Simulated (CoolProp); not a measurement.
Water along the isobar 0.101 MPa: fugacity coefficient from the reference equation and from simpler models built on Tc = 647.1 K, pc = 22.06 MPa, ω = 0.344; each cubic takes its own stable root.

Computed with CoolProp (reference Helmholtz-energy equation of state, Wagner 2002).

```json
[
 {"T (K)": "280.6", "phase": "liquid", "reference": "0.01023", "van der Waals": "0.9910", "Peng-Robinson": "0.008294"},
 {"T (K)": "287.8", "phase": "liquid", "reference": "0.01651", "van der Waals": "0.9915", "Peng-Robinson": "0.01364"},
 {"T (K)": "295", "phase": "liquid", "reference": "0.02593", "van der Waals": "0.9920", "Peng-Robinson": "0.02181"},
 {"T (K)": "302.2", "phase": "liquid", "reference": "0.03976", "van der Waals": "0.9924", "Peng-Robinson": "0.03400"},
 {"T (K)": "309.4", "phase": "liquid", "reference": "0.05960", "van der Waals": "0.9928", "Peng-Robinson": "0.05175"},
 {"T (K)": "316.6", "phase": "liquid", "reference": "0.08747", "van der Waals": "0.9931", "Peng-Robinson": "0.07704"},
 {"T (K)": "323.9", "phase": "liquid", "reference": "0.1265", "van der Waals": "0.9934", "Peng-Robinson": "0.1129"},
 {"T (K)": "331.1", "phase": "liquid", "reference": "0.1787", "van der Waals": "0.9937", "Peng-Robinson": "0.1615"},
 {"T (K)": "338.3", "phase": "liquid", "reference": "0.2482", "van der Waals": "0.9940", "Peng-Robinson": "0.2270"},
 {"T (K)": "345.5", "phase": "liquid", "reference": "0.3393", "van der Waals": "0.9943", "Peng-Robinson": "0.3136"},
 {"T (K)": "352.7", "phase": "liquid", "reference": "0.4569", "van der Waals": "0.9945", "Peng-Robinson": "0.4265"},
 {"T (K)": "359.9", "phase": "liquid", "reference": "0.6068", "van der Waals": "0.9948", "Peng-Robinson": "0.5718"},
 {"T (K)": "367.1", "phase": "liquid", "reference": "0.7955", "van der Waals": "0.9950", "Peng-Robinson": "0.7559"},
 {"T (K)": "374.3", "phase": "gas", "reference": "0.9853", "van der Waals": "0.9952", "Peng-Robinson": "0.9866"}
]
```

At some of these states van der Waals, Peng-Robinson gives the other phase, because its saturation line lies elsewhere.
